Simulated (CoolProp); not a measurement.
Saturated liquid density (kg/m³) of propylene glycol: the reference equation beside estimates from Tc = 674.0 K, pc = 7292 kPa, ω = 0.327. Rackett uses Z = 0.29056 − 0.08775 ω.

Values from CoolProp's reference Helmholtz-energy equation of state, Eisenbach 2021.

| T (K) | reference | Rackett | van der Waals |
|---|---|---|---|
| 395.3 | 954.0 | 1071 | 615.9 |
| 421 | … | 1041 | 599.9 |
| 446.7 | 906.7 | 1010 | … |
| 472.4 | 880.8 | … | … |
| 498.1 | 852.8 | 941.9 | 545.2 |
| 523.8 | 822.3 | … | 524.0 |
| 549.5 | 788.6 | 864.5 | 500.7 |
| 575.2 | 750.7 | … | 474.7 |

What belongs in the gaps?


- 421, reference: 931.0
- 446.7, van der Waals: 582.9
- 472.4, Rackett: 976.7
- 472.4, van der Waals: 564.7
- 523.8, Rackett: 904.7
- 575.2, Rackett: 819.9

Absolute difference from the reference over all 8 rows, mean and median: Rackett 10.7 and 10.7 %, van der Waals 36.0 and 36.0 %.
